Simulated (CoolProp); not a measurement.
Saturated liquid density (kg/m³) of normal hydrogen: the reference equation beside estimates from Tc = 33.1 K, pc = 1296 kPa, ω = -0.219.

Model: reference Helmholtz-energy equation of state, Leachman 2009, in CoolProp.

| T (K) | reference | van der Waals | Redlich-Kwong |
|---|---|---|---|
| 25.9 | 63.25 | 49.94 | 70.99 |
| 26.5 | 62.21 | 48.90 | 69.11 |
| 27 | 61.31 | 47.99 | 67.48 |
| 27.6 | 60.15 | 46.85 | 65.42 |
| 28.1 | 59.13 | 45.85 | 63.61 |
| 28.7 | 57.82 | 44.57 | 61.32 |
| 29.2 | 56.64 | 43.44 | 59.29 |
| 29.8 | 55.09 | 41.99 | 56.68 |
| 30.3 | 53.67 | 40.67 | 54.33 |
| 30.9 | 51.73 | 38.92 | 51.24 |
| 31.4 | 49.86 | 37.27 | 48.35 |
| 32 | 47.08 | 34.95 | 44.34 |
| 32.5 | 43.92 | 32.50 | 40.16 |

Absolute difference from the reference over all 13 rows, mean and median: van der Waals 23.4 and 23.3 %, Redlich-Kwong 6.4 and 6.1 %.
